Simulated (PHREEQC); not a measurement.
## Phosphoric acid bath

Consider water at 55 °C with 0.059 mol/kgw H3PO4 and 0.00014 mol/kgw HF. Closed to the air; pH follows from the charge balance.

Equilibrium calculation in PHREEQC: ion-association model, phreeqc.dat.

Precipitation was switched off in this run.

Question: Estimate the pH, specific conductance.

Answer: pH 1.84; specific conductance 10100 µS/cm.

Question: In which forms is P present?

Answer: H3PO4 72 %, H2PO4- 28 % of the P.

Complexes and solids missing from the database can't appear. At this temperature some constants are extrapolated from 25 °C, and those without enthalpy data are left unchanged.
